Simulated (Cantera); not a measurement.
Input: 1 mol C, 0.33 mol NH₃, a varied amount of N₂, held at 2773 K and 100 Torr.

Cantera equilibrium calculation (NASA polynomials, part measured and part estimated; ideal gas, pure solids and liquids). Candidate condensed phases: C, C₆H₆, C₇H₈, C₈H₁₈; 92 gas species. Rates play no part.

Question: What share of the C ends up in condensed phases as a function of n(N₂) (mol), at 0.2, 0.28, 0.39, 0.56, 0.79, 1.1, 1.6, 2.2, 3.1, 4.4, 6.3, 8.9, 13?

Answer: 
| n(N₂) (mol) | C condensed (%) | as |
|---|---|---|
| 0.2 | 91.7 | C(graphite) |
| 0.28 | 91.2 | C(graphite) |
| 0.39 | 90.5 | C(graphite) |
| 0.56 | 89.6 | C(graphite) |
| 0.79 | 88.5 | C(graphite) |
| 1.1 | 87.3 | C(graphite) |
| 1.6 | 85.6 | C(graphite) |
| 2.2 | 84.0 | C(graphite) |
| 3.1 | 81.9 | C(graphite) |
| 4.4 | 79.5 | C(graphite) |
| 6.3 | 76.7 | C(graphite) |
| 8.9 | 73.5 | C(graphite) |
| 13 | 69.6 | C(graphite) |
